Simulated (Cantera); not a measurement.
Input: 1 mol Ti(OiPr)4, 0.16 mol C3H8, held at 1527 °C and 10.0 mbar.

These are equilibrium values from Cantera (NASA tables, ideal gas, pure condensed phases), not measurements of a reactor. Candidate condensed phases: C, C6H6, C7H8, C8H18, H2O, Ti, TiC, TiO, TiO2, Ti2O3, Ti3O5, Ti4O7; 113 gas species. The feed counts by its element totals alone. TiC: taken at fixed stoichiometry. Kinetics and transport are ignored.

Base state: H2 0.782, CO 0.214, H 0.00317, C2H2 (acetylene) 0.000137 (mole fractions); condensed: C(graphite) + TiC(s).

**Question.** What changes in the equilibrium state with this change: Ti(OiPr)4 replaced by TiCl4?

**Answer.** 
| species | before | after |
|---|---|---|
| HCl | 0 | 0.534 |
| TiCl3 | 0 | 0.352 |
| TiCl4 | 0 | 0.0623 |
| H2 | 0.782 | 0.0318 |
| CO | 0.214 | 0 |
| TiCl2 | 0 | 0.0109 |
| Cl | 0 | 0.00820 |
| C2H2 (acetylene) | 0.000137 | 5.58e-6 |
| C(graphite), mol | 7.47 | 0.390 |
| TiC(s), mol | 1.00 | 0.0900 |
The tables' values for TiCl2 are old estimates; treat these amounts as uncertain. Further candidate phases: TiCl2, TiCl3, TiCl4.

**Question.** What changes in the equilibrium state with this change: temperature from 1527 °C to 1177 °C?

**Answer.** 
| species | before | after |
|---|---|---|
| H2 | 0.782 | 0.785 |
| CO | 0.214 | 0.215 |
| H | 0.00317 | 8.38e-5 |
| C2H2 (acetylene) | 0.000137 | 3.83e-6 |
| CH4 | 4.71e-6 | 2.04e-5 |
| C(graphite), mol | 7.47 | 7.48 |
| TiC(s), mol | 1.00 | 1.00 |
